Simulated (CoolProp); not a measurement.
Vapour-liquid equilibrium of ethanol (1) + toluene (2) at 7.53 bar; x and y are mole fractions of (1).

Computed with CoolProp (multi-fluid Helmholtz-energy mixture model, Schroeder 2014 and Lemmon 2006; pair parameters Bell 2016).

```json
[
 {"x": "0.05", "bubble temperature (°C)": "181.7", "y at the bubble point": "0.286", "dew temperature at overall composition x (°C)": "197.2", "liquid density (mol/L)": "7.705"},
 {"x": "0.15", "bubble temperature (°C)": "162.6", "y at the bubble point": "0.536", "dew temperature at overall composition x (°C)": "190.9", "liquid density (mol/L)": "8.245"},
 {"x": "0.25", "bubble temperature (°C)": "154.0", "y at the bubble point": "0.635", "dew temperature at overall composition x (°C)": "184.2", "liquid density (mol/L)": "8.705"},
 {"x": "0.35", "bubble temperature (°C)": "…", "y at the bubble point": "0.688", "dew temperature at overall composition x (°C)": "177.2", "liquid density (mol/L)": "9.171"},
 {"x": "0.45", "bubble temperature (°C)": "146.9", "y at the bubble point": "0.725", "dew temperature at overall composition x (°C)": "169.6", "liquid density (mol/L)": "9.687"},
 {"x": "0.55", "bubble temperature (°C)": "144.9", "y at the bubble point": "0.756", "dew temperature at overall composition x (°C)": "161.4", "liquid density (mol/L)": "…"},
 {"x": "0.65", "bubble temperature (°C)": "143.3", "y at the bubble point": "0.790", "dew temperature at overall composition x (°C)": "152.8", "liquid density (mol/L)": "…"},
 {"x": "0.75", "bubble temperature (°C)": "141.9", "y at the bubble point": "0.832", "dew temperature at overall composition x (°C)": "145.2", "liquid density (mol/L)": "11.77"},
 {"x": "0.85", "bubble temperature (°C)": "140.8", "y at the bubble point": "0.885", "dew temperature at overall composition x (°C)": "141.5", "liquid density (mol/L)": "12.71"},
 {"x": "0.95", "bubble temperature (°C)": "140.0", "y at the bubble point": "…", "dew temperature at overall composition x (°C)": "140.1", "liquid density (mol/L)": "13.81"}
]
```

Q: Some entries are withheld; supply them.

A: 
- 0.35, bubble temperature (°C): 149.6
- 0.55, liquid density (mol/L): 10.28
- 0.65, liquid density (mol/L): 10.97
- 0.95, y at the bubble point: 0.956

No azeotrope shows between x = 0.05 and 0.95.

The pair parameters rest on a limited set of measurements; away from them the model extrapolates.
